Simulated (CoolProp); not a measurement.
Model: reference Helmholtz-energy equation of state, Lemmon 2005, in CoolProp. It is a short technical equation, of lower accuracy than the large ones.

Question: For isobutene, give the phase and the Z, cv (kJ/(kg K)), speed of sound (m/s), fugacity coefficient at -2.55 °C and 4.53 MPa; 61.45 °C and 4.53 MPa.

Answer: 
- -2.55 °C and 4.53 MPa: liquid; Z 0.180, cv 1.56, speed of sound 1070, fugacity coefficient 0.0302
- 61.45 °C and 4.53 MPa: liquid; Z 0.166, cv 1.76, speed of sound 736, fugacity coefficient 0.175
